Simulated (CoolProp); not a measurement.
A Linde-Hampson liquefier for CF4 (R14): isothermal reversible compression at 320 K from 1 atm to 5 MPa, throttling to 1 atm, return gas leaving the recuperator 5 K below the feed. Each further row changes one setting.

The numbers come from the reference Helmholtz-energy equation of state, Platzer 1990 in CoolProp. This equation is an older, rougher fit; its heat capacities, sound speeds and derivatives of the liquid may be far off and weren't checked against measurements.

```csv
case,liquid yield per pass,compression work (kJ/kg of gas)
as stated,0.058,114
high pressure 10 MPa,0.131,131
warm-end temperature 350 K,0.040,126
warm-end gap 10 K,0.043,114
```
